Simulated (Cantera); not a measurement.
Ignition delay

Mixture: 19.7 % H₂, 16.4 % O₂, 61.6 % N₂, 2.36 % H₂O, at 3750 Torr, adiabatic and at constant pressure. Ignition delay is the time to a rise of 400 K.

Cantera simulation using the H2/O2 subset of GRI-Mech 3.0, which has no nitrogen chemistry; the numbers are that mechanism's predictions, not measurements. The hydrogen kinetics of GRI-Mech 3.0 are dated; newer H2 mechanisms differ, most at raised pressure. Below about 950 K walls govern HO2 and H2O2 in real vessels.

| T0 (K) | delay (ms) |
|---|---|
| 873 | 509 |
| 973 | 31.2 |
| 1073 | 2.25 |
| 1173 | 0.0452 |
| 1273 | 0.00954 |
| 1373 | 0.00518 |
| 1473 | 0.00348 |

```yaml
apparent activation energy between 1273 and 1473 K: 79 kJ/mol
```
